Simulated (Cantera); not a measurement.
Input: 1 mol CHF3, 1.6 mol F2, 0.16 mol H2, equilibrated at 2.10 mbar.

Cantera equilibrium calculation (NASA polynomials, part measured and part estimated; ideal gas, pure solids and liquids). Candidate condensed phases: C, C6H6, C7H8, C8H18; 95 gas species. Gases not in the tables: C2F6 and larger saturated fluorocarbons. Rates play no part.

**Question.** Which condensed phases are stable at each of these points (T (°C)): 1525, 1725, 1925, 2125, 2325, 2525, 2725?

**Answer.** 
```
T (°C)  condensed phases  C condensed (%)
------  ----------------  ---------------
1525            gas only              0.0
1725            gas only              0.0
1925            gas only              0.0
2125         C(graphite)              4.7
2325         C(graphite)             46.2
2525         C(graphite)             25.0
2725            gas only              0.0
```

From 1525 °C to 1925 °C nothing is condensed. From 2125 °C to 2525 °C the condensed part is C(graphite). At 2725 °C nothing is condensed.
